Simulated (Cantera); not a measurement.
A closed system holds: 1 mol C2F6, 0.39 mol F2, 8.4 mol H2, at 22.0 Pa.

Cantera equilibrium calculation (NASA polynomials, part measured and part estimated; ideal gas, pure solids and liquids). Candidate condensed phases: C, C6H6, C7H8, C8H18; 95 gas species. The feed counts by its element totals alone. Rates play no part. All values below are at 2773 K.

Base state: H 0.573, HF 0.311, F 0.0541, C3 0.0270, C 0.0142, H2 0.0131, C2 0.00409, CF 0.00240 (mole fractions); condensed: gas only.

**Question.** What changes in the equilibrium state with this change: H2 from 8.4 to 0.34 mol?

**Answer.** 
```tsv
species	before	after
F	0.0541	0.774
HF	0.311	0.0803
C3	0.0270	0.0614
H	0.573	0.0103
H2	0.0131	4.25e-6
CF	0.00240	0.0452
C	0.0142	0.0187
C2H2 (acetylene)	0.000163	9.20e-8
CF2	8.34e-6	0.00224
```
